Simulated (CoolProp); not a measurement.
Vapour-liquid equilibrium of hydrogen sulfide (1) + isobutane (2) at -73.95 °C; x and y are mole fractions of (1).

Computed with CoolProp (multi-fluid Helmholtz-energy mixture model, Lemmon 2006 and Bücker 2006; pair parameters Kunz 2012).

| x | bubble pressure, mixture model (kPa) | bubble pressure, Raoult's law (kPa) | y, mixture model | y, Raoult's law |
|---|---|---|---|---|
| 0.05 | 9.595 | 5.819 | 0.642 | 0.413 |
| 0.2 | 25.39 | 12.48 | 0.883 | 0.769 |
| 0.35 | 35.12 | 19.15 | 0.925 | 0.878 |
| 0.5 | 39.60 | 25.81 | 0.940 | 0.930 |
| 0.65 | 41.61 | 32.48 | 0.947 | 0.961 |
| 0.8 | 43.52 | 39.15 | 0.956 | 0.982 |
| 0.95 | 46.66 | 45.81 | 0.983 | 0.996 |

The largest gap from Raoult's law is +103.4 % in bubble pressure, at x = 0.2. No azeotrope shows between x = 0.05 and 0.95.

Pair parameters are fitted to limited data, so mixtures are less certain than the pure fluids. With so large a gap from Raoult's law the liquid may split in two, which this calculation doesn't test in full.
